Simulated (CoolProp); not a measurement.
Saturation properties of sulfur hexafluoride.

Computed with CoolProp (reference Helmholtz-energy equation of state, Guder 2009).

```csv
T (°C),p (kPa),liquid density (kg/m³),liquid cp (kJ/(kg K)),vapour Z,vapour viscosity (µPa s)
-19.75,695.0,1686,0.9398,0.8477,13.6
-15.35,798.7,1659,0.9583,0.8320,13.9
-10.95,913.5,1632,0.9784,0.8151,14.1
-6.55,1040,1603,1.001,0.7971,14.4
-2.15,1179,1573,1.025,0.7779,14.8
2.25,1331,1542,1.053,0.7572,15.1
6.65,1498,1509,1.086,0.7351,15.5
11.05,1679,1473,1.125,0.7113,15.9
15.45,1876,1435,1.172,0.6854,16.4
19.85,2090,1394,1.233,0.6573,17.0
24.25,2322,1348,1.315,0.6262,17.7
28.65,2573,1297,1.436,0.5914,18.6
```

Viscosity comes from a separate model (Quiñones-Cisneros 2012).
